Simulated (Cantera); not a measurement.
A closed system holds: 1 mol SiH₄, 0.092 mol CH₄, 87 mol H₂, at 1.00 bar.

These are equilibrium values from Cantera (NASA tables, ideal gas, pure condensed phases), not measurements of a reactor. Candidate condensed phases: C, C₆H₆, C₇H₈, C₈H₁₈, Si, SiC; 87 gas species. Mutual solubility and eutectic melting of coexisting phases are not modelled. Gases not in the tables: Si₂H₆ and higher silanes. Equilibrium is a limit: real reactors are often held back by kinetics, nucleation or transport.

At 2373 K, list the 6 most abundant gas species with their mole fractions, and the condensed phases.

H₂ 0.983, H 0.0138, Si 0.00174, SiH₂ 0.000620, SiH 0.000559, C₂H₂ (acetylene) 0.000185. Condensed: Si(l) + SiC(s).
